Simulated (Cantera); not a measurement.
Charge: 1 mol C₃H₈, 26 mol H₂, 2 mol N₂, equilibrated at 1327 °C.

Method: chemical equilibrium by Gibbs-energy minimisation in Cantera with the NASA 1993 tables (ideal gas, pure condensed phases). Candidate condensed phases: C, C₆H₆, C₇H₈, C₈H₁₈; 92 gas species. The ideal-gas law is rough above about 30 bar. Kinetics and transport are ignored.

Problem. What share of the C ends up in condensed phases as a function of P (Pa), at 10, 72, 520, 3700, 27000, 190000, 1400000, 10000000?

Solution. 
| P (Pa) | C condensed (%) | as |
|---|---|---|
| 10 | 99.4 | C(graphite) |
| 72 | 99.4 | C(graphite) |
| 520 | 99.4 | C(graphite) |
| 3700 | 99.3 | C(graphite) |
| 27000 | 99.0 | C(graphite) |
| 190000 | 96.5 | C(graphite) |
| 1400000 | 79.2 | C(graphite) |
| 10000000 | 0.0 | - |
